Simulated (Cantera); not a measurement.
A closed system holds: 1 mol Si, a varied amount of HF, 7.5 mol N2, at 10.0 Torr.

Equilibrium computed with Cantera from the NASA thermochemical tables; the gas is ideal and each condensed phase is pure. Candidate condensed phases: Si, Si3N4; 37 gas species. N2 is the only nitrogen source here; it is nearly inert below about 1500 K, so the nitride shown seldom forms there in practice. The tables' values for SiF2, SiF3 are old estimates. Kinetics and transport are ignored.

Stable condensed phases, one row left out:

```
T in °C \ n(HF) in mol
         1.4 1.6 1.8 2.1 2.4 2.7 3.1 3.5   4 4.5 5.1 5.9 6.7
   1427    A   A   A   A   A   A   A   B   B   B   B   B   B
   1377    A   A   A   A   A   A   A   B   B   B   B   B   B
   1327    A   A   A   A   A   A   A   A   B   B   B   B   B
   1277    A   A   A   A   A   A   A   A   B   B   B   B   B
   1227    A   A   A   A   A   A   A   A   B   B   B   B   B
   1177    A   A   A   A   A   A   A   A   B   B   B   B   B
   1127    A   A   A   A   A   A   A   A   B   B   B   B   B
   1027    A   A   A   A   A   A   A   A   A   B   B   B   B
    977    A   A   A   A   A   A   A   A   A   B   B   B   B
    927    A   A   A   A   A   A   A   A   A   B   B   B   B
    877    A   A   A   A   A   A   A   A   A   B   B   B   B
    827    A   A   A   A   A   A   A   A   A   B   B   B   B
    777    A   A   A   A   A   A   A   A   A   B   B   B   B
```

A: Si3N4; B: gas only.

**Question.** Give the row for 1077 °C.

**Answer.** 1.4: Si3N4; 1.6: Si3N4; 1.8: Si3N4; 2.1: Si3N4; 2.4: Si3N4; 2.7: Si3N4; 3.1: Si3N4; 3.5: Si3N4; 4: gas only; 4.5: gas only; 5.1: gas only; 5.9: gas only; 6.7: gas only.
